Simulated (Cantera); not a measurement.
**Si3N4 + HCl + H2 (nitride etching)**

Input: 1 mol Si3N4, 11 mol HCl, 78 mol H2, equilibrated at 0.0300 bar.

Equilibrium computed with Cantera from the NASA thermochemical tables; the gas is ideal and each condensed phase is pure. Candidate condensed phases: NH4Cl, Si, Si3N4; 28 gas species. The tables' values for SiCl3, SiCl are old estimates; treat these amounts as uncertain. Gases not in the tables: Si2H6 and higher silanes. Kinetics and transport are ignored.

```tsv
T (K)	log p H2	log p HCl	log p N2	log p SiCl2	log p SiCl4	log p H	n Si3N4(s)	n Si(l)
850	-1.58	-2.47	-4.26	-9.93	-4.09	-11.48	0.919	0
1000	-1.58	-2.46	-4.41	-7.36	-4.26	-9.43	0.942	0
1150	-1.58	-2.45	-4.47	-5.50	-4.42	-7.92	0.950	0
1300	-1.58	-2.46	-4.24	-4.29	-4.76	-6.75	0.914	0
1450	-1.58	-2.50	-3.75	-3.62	-5.40	-5.81	0.737	0
1600	-1.58	-2.62	-3.38	-3.22	-6.22	-5.05	0.379	0
1750	-1.58	-2.64	-3.18	-3.18	-7.03	-4.42	0	0.969
```
log p: log10 of the partial pressure in bar; n: condensed amount in mol.

From 850 K to 1600 K the condensed part is Si3N4(s). At 1750 K the condensed part is Si(l). The main Si-bearing gas is SiCl4 at 850 K and SiCl2 at 1750 K. The share of Si in condensed phases is highest at 1150 K (95.0 %) and lowest at 1750 K (32.3 %).
